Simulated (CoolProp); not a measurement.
Vapour pressure (kPa) of ammonia: the reference equation beside estimates from Tc = 132.4 °C, pc = 11360 kPa, ω = 0.256.

Computed with CoolProp (reference Helmholtz-energy equation of state, Gao 2020).

```
T (°C)  reference  van der Waals  Redlich-Kwong  Soave-Redlich-Kwong
------  ---------  -------------  -------------  -------------------
20.45       869.4           2698           1311                873.1
23.95       970.6           2861           1442                976.2
27.45        1081           3031           1581                 1088
30.95        1200           3206           1730                 1210
34.45        1329           3388           1888                 1342
37.95        1468           3577           2057                 1484
41.45        1618           3772           2235                 1637
44.95        1779           3973           2424                 1802
48.45        1952           4182           2624                 1979
51.95        2138           4397           2835                 2169
55.45        2336           4619           3057                 2372
```

Absolute difference from the reference over all 11 rows, mean and median: van der Waals 147.8 and 143.7 %, Redlich-Kwong 40.4 and 40.1 %, Soave-Redlich-Kwong 1.0 and 1.1 %.
